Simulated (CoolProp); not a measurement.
Vapour pressure (MPa) of carbon monoxide: the reference equation beside estimates from Tc = 132.9 K, pc = 3.498 MPa, ω = 0.050. Clausius-Clapeyron is anchored at 96.1 K with a constant enthalpy of vaporisation of 5.371 kJ/mol.

Computed with CoolProp (reference Helmholtz-energy equation of state, Lemmon 2006). It is a short technical equation, of lower accuracy than the large ones.

```json
[
 {"T (K)": "88.5", "reference": "…", "Lee-Kesler": "0.2074", "Clausius-Clapeyron": "0.2263", "van der Waals": "0.5418", "Redlich-Kwong": "0.1983", "Soave-Redlich-Kwong": "0.2069", "Peng-Robinson": "0.2088"},
 {"T (K)": "92.3", "reference": "0.2932", "Lee-Kesler": "0.2936", "Clausius-Clapeyron": "0.3056", "van der Waals": "0.6746", "Redlich-Kwong": "0.2868", "Soave-Redlich-Kwong": "0.2934", "Peng-Robinson": "0.2946"},
 {"T (K)": "96.1", "reference": "0.4031", "Lee-Kesler": "0.4036", "Clausius-Clapeyron": "0.4031", "van der Waals": "0.8271", "Redlich-Kwong": "0.4009", "Soave-Redlich-Kwong": "0.4042", "Peng-Robinson": "0.4042"},
 {"T (K)": "99.9", "reference": "0.5404", "Lee-Kesler": "0.5409", "Clausius-Clapeyron": "0.5205", "van der Waals": "…", "Redlich-Kwong": "0.5442", "Soave-Redlich-Kwong": "0.5431", "Peng-Robinson": "0.5413"},
 {"T (K)": "103.7", "reference": "0.7088", "Lee-Kesler": "0.7090", "Clausius-Clapeyron": "0.6596", "van der Waals": "1.195", "Redlich-Kwong": "0.7201", "Soave-Redlich-Kwong": "…", "Peng-Robinson": "0.7099"},
 {"T (K)": "107.5", "reference": "0.9120", "Lee-Kesler": "0.9116", "Clausius-Clapeyron": "0.8221", "van der Waals": "1.413", "Redlich-Kwong": "0.9321", "Soave-Redlich-Kwong": "0.9203", "Peng-Robinson": "0.9138"},
 {"T (K)": "111.3", "reference": "1.154", "Lee-Kesler": "1.153", "Clausius-Clapeyron": "1.009", "van der Waals": "1.654", "Redlich-Kwong": "…", "Soave-Redlich-Kwong": "1.166", "Peng-Robinson": "1.157"},
 {"T (K)": "115.1", "reference": "1.439", "Lee-Kesler": "1.436", "Clausius-Clapeyron": "1.222", "van der Waals": "…", "Redlich-Kwong": "…", "Soave-Redlich-Kwong": "1.456", "Peng-Robinson": "1.444"},
 {"T (K)": "118.9", "reference": "1.771", "Lee-Kesler": "1.767", "Clausius-Clapeyron": "1.463", "van der Waals": "2.209", "Redlich-Kwong": "1.816", "Soave-Redlich-Kwong": "1.792", "Peng-Robinson": "1.779"},
 {"T (K)": "122.7", "reference": "2.155", "Lee-Kesler": "2.152", "Clausius-Clapeyron": "1.731", "van der Waals": "2.525", "Redlich-Kwong": "2.204", "Soave-Redlich-Kwong": "2.180", "Peng-Robinson": "2.167"}
]
```

Problem. Some entries are withheld; supply them.

Solution. 
- 88.5, reference: 0.2072
- 99.9, van der Waals: 1.000
- 103.7, Soave-Redlich-Kwong: 0.7139
- 111.3, Redlich-Kwong: 1.183
- 115.1, van der Waals: 1.919
- 115.1, Redlich-Kwong: 1.477

Absolute difference from the reference over all 10 rows, mean and median: Lee-Kesler 0.1 and 0.1 %, Clausius-Clapeyron 9.9 and 9.5 %, van der Waals 72.4 and 61.8 %, Redlich-Kwong 2.1 and 2.2 %, Soave-Redlich-Kwong 0.7 and 0.8 %, Peng-Robinson 0.4 and 0.3 %.
